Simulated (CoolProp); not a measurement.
CH3F (R41) along the isotherm 151.85 °C: density (kg/m³) from the reference equation and from simpler models built on Tc = 44.1 °C, pc = 5.906 MPa, ω = 0.200; each cubic takes its own stable root.

The numbers come from the reference Helmholtz-energy equation of state, Lemmon 2006 in CoolProp. It is a short technical equation, of lower accuracy than the large ones.

```
p (MPa)          phase  reference
-------  -------------  ---------
5.91     supercritical      66.50
11.8     supercritical      155.4
17.7     supercritical      260.3
23.6     supercritical      352.3
29.5     supercritical      418.8
35.4     supercritical      467.0
41.3     supercritical      503.8
47.2     supercritical      533.5
53.2     supercritical      558.7
59.1     supercritical      580.0
```

Question: How far does each simpler model (van der Waals, Soave-Redlich-Kwong) lie from the reference over these 10 states: mean and median of the absolute difference, and the worst?

Answer: 
- van der Waals: mean 17.4 %, median 21.3 %, worst -29.0 % at 151.85 °C and 59.1 MPa
- Soave-Redlich-Kwong: mean 15.6 %, median 18.2 %, worst -19.2 % at 151.85 °C and 29.5 MPa
